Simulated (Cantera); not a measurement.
A freely propagating, adiabatic, planar premixed flame of 8.90 % CH₄, 19.1 % O₂, 72.0 % N₂, equivalence ratio 0.93, unburnt at 675 K and 720000 Pa; mixture-averaged transport, grid criteria slope 0.08 and curve 0.16, no radiation.

Model: GRI-Mech 3.0 (53 species, 325 reactions), integrated in Cantera. Burning velocities carry a grid error of a few per cent, more on coarse grids.

Task: Predict: laminar burning velocity; thermal thickness; peak x(C₂H₂); peak x(CO).

Result: 
```json
{
 "laminar_burning_velocity": "79.1 cm/s",
 "thermal_thickness": "0.0729 mm",
 "peak x(C₂H₂)": "0.000173",
 "peak x(CO)": "0.0390"
}
```
